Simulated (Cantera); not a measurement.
An adiabatic, constant-volume homogeneous reactor starts with CO : H2 : O2 : N2 = 1 : 0.11 : 1.21 : 4.54 (molar parts), at 1425 K and 4.93 atm.

Cantera simulation using GRI-Mech 3.0 (53 species, 325 reactions); the numbers are that mechanism's predictions, not measurements. The hydrogen kinetics of GRI-Mech 3.0 are dated; newer H2 mechanisms differ, most at raised pressure.

Task: Predict: time of steepest temperature rise; temperature at 0.900 s; equilibrium temperature; x(CO) at 0.900 s; x(H2) at 0.900 s; x(O2) at 0.900 s; x(N2O) at 0.900 s; x(CO2) at 0.900 s; x(H2O2) at 0.900 s.

Result: 
```
Property                                                               Value
---------------------------------  -----------------------------------------
time of steepest temperature rise                                    11.3 µs
temperature at 0.900 s                                                2688 K
equilibrium temperature                                               2688 K
x(CO) at 0.900 s                       0.0144 (gas-phase equilibrium 0.0144)
x(H2) at 0.900 s                   0.000221 (gas-phase equilibrium 0.000221)
x(O2) at 0.900 s                       0.0971 (gas-phase equilibrium 0.0971)
x(N2O) at 0.900 s                    3.14e-6 (gas-phase equilibrium 3.14e-6)
x(CO2) at 0.900 s                        0.143 (gas-phase equilibrium 0.143)
x(H2O2) at 0.900 s                   1.38e-7 (gas-phase equilibrium 1.38e-7)
```
